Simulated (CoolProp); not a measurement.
The fluid at 213.5 K and 0.0467 MPa is throttled through a valve to 0.00968 MPa with no heat exchange. The same conditions are run with several fluids, on thermodynamics alone (safety and materials aside).

The numbers come from the reference Helmholtz-energy equation of state of each fluid (CH3F (R41): Lemmon 2006; normal hydrogen: Leachman 2009; R13: Platzer 1990; nitrous oxide: Lemmon 2006; ethane: Bücker 2006) in CoolProp. The equations of Platzer and Polt are older, rougher fits.

```
fluid            temperature change (K)  final density (kg/m³)
---------------  ----------------------  ---------------------
CH3F (R41)                         -2.1                  0.188
normal hydrogen                    +0.0                 0.0110
R13                                -1.1                  0.574
nitrous oxide                      -0.9                  0.241
ethane                             -0.9                  0.165
```
